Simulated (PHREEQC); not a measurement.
HF is added in steps, without added water, to 1 kg of water holding 72 mmol/kgw KOH, at 25 °C. O2 is buffered at 0.21 atm. The system is closed to CO2. No solid was allowed to form.

Base run: PHREEQC, ion-association model, phreeqc.dat. Each further column changes one thing. The table gives pH.

```tsv
HF added (mol)	base	all activity coefficients set to 1	database wateq4f.dat	Debye-Hückel limiting law	metal-ligand complexes left out
0	12.75	12.85	12.75	12.72	12.75
0.02	12.61	12.71	12.61	12.57	12.61
0.04	12.40	12.50	12.40	12.36	12.40
0.06	11.97	12.07	11.97	11.94	11.97
0.08	4.12	4.23	4.13	4.09	4.12
0.1	3.55	3.65	3.58	3.52	3.55
0.12	3.28	3.39	3.35	3.26	3.28
0.14	3.11	3.22	3.20	3.09	3.11
0.16	2.97	3.08	3.09	2.95	2.97
```

 wateq4f.dat counts part of the HF as a dimer, H2F2, which phreeqc.dat doesn't know; its constant is uncertain. phreeqc.dat and wateq4f.dat share most of their constants, so their agreement is no independent check.
